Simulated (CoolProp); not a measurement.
The numbers come from the reference Helmholtz-energy equation of state, Thol 2015 in CoolProp.

Give the vapour pressure (MPa), liquid density (kg/m³), vapour density (kg/m³), liquid cp (kJ/(kg K)) of saturated octamethylcyclotetrasiloxane (D4) at 381.1 K.


```json
[
 {"T (K)": "381.1", "p (MPa)": "0.0120", "liquid density (kg/m³)": "853", "vapour density (kg/m³)": "1.14", "liquid cp (kJ/(kg K))": "1.83"}
]
```
